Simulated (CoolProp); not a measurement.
Saturation properties of R227EA (Tc = 101.8 °C, pc = 2.925 MPa, ω = 0.358).

Model: reference Helmholtz-energy equation of state, Lemmon 2016, in CoolProp.

```json
[
 {"T (°C)": "-92.45", "p (MPa)": "0.0006455", "vapour density (kg/m³)": "0.07313", "liquid conductivity (mW/(m K))": "86.9"},
 {"T (°C)": "-86.85", "p (MPa)": "0.001115", "vapour density (kg/m³)": "0.1226", "liquid conductivity (mW/(m K))": "85.9"},
 {"T (°C)": "-81.35", "p (MPa)": "0.001836", "vapour density (kg/m³)": "0.1963", "liquid conductivity (mW/(m K))": "84.9"},
 {"T (°C)": "-75.75", "p (MPa)": "0.002949", "vapour density (kg/m³)": "0.3067", "liquid conductivity (mW/(m K))": "83.8"},
 {"T (°C)": "-70.15", "p (MPa)": "0.004589", "vapour density (kg/m³)": "0.4648", "liquid conductivity (mW/(m K))": "82.7"},
 {"T (°C)": "-64.55", "p (MPa)": "0.006940", "vapour density (kg/m³)": "0.6853", "liquid conductivity (mW/(m K))": "81.5"},
 {"T (°C)": "-58.95", "p (MPa)": "0.01022", "vapour density (kg/m³)": "0.9856", "liquid conductivity (mW/(m K))": "80.3"},
 {"T (°C)": "-53.35", "p (MPa)": "0.01471", "vapour density (kg/m³)": "1.386", "liquid conductivity (mW/(m K))": "79.1"},
 {"T (°C)": "-47.75", "p (MPa)": "0.02070", "vapour density (kg/m³)": "1.908", "liquid conductivity (mW/(m K))": "77.8"},
 {"T (°C)": "-42.15", "p (MPa)": "0.02855", "vapour density (kg/m³)": "2.579", "liquid conductivity (mW/(m K))": "76.5"}
]
```

It boils at -16.3 °C under 1 atm.

Thermal conductivity comes from a separate model (Huber 2003), an estimate that may be off by 10 % or more.
